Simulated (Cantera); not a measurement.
A perfectly stirred reactor is fed with CH4 : O2 : N2 = 1 : 1.67 : 6.27 (molar parts), at 1.00 atm; it is adiabatic with a 550 K inlet, and is followed from long to short residence time, starting on the burning branch (τ in s: 0.28, 0.1, 0.038, 0.014, 0.0053, 0.002, 0.00073, 0.00027, 0.0001, 3.8e-05, 1.4e-05, 5.2e-06).

Computed with Cantera and GRI-Mech 3.0 (53 species, 325 reactions).

Q: Predict: blow-out, bracketed by the residence times tried; x(CH4) at τ = 0.280 s; x(O2) at τ = 0.280 s; x(NO) at τ = 0.280 s; x(HCO) at τ = 0.280 s; x(H) at τ = 0.280 s; x(CH4) at τ = 0.730 ms; x(O2) at τ = 0.730 ms; x(NO) at τ = 0.730 ms; x(HCO) at τ = 0.730 ms; x(H) at τ = 0.730 ms.

A: 
```json
{
  "blow_out_bracketed_by_the_residence_times_tried": "burning at 0.100 ms, out at 38.0 µs",
  "x(CH4) at τ = 0.280 s": "2.76e-6",
  "x(O2) at τ = 0.280 s": "0.000325",
  "x(NO) at τ = 0.280 s": "0.000516",
  "x(HCO) at τ = 0.280 s": "2.88e-8",
  "x(H) at τ = 0.280 s": "0.00180",
  "x(CH4) at τ = 0.730 ms": "0.000148",
  "x(O2) at τ = 0.730 ms": "0.00532",
  "x(NO) at τ = 0.730 ms": "0.000303",
  "x(HCO) at τ = 0.730 ms": "3.50e-6",
  "x(H) at τ = 0.730 ms": "0.00899"
}
```
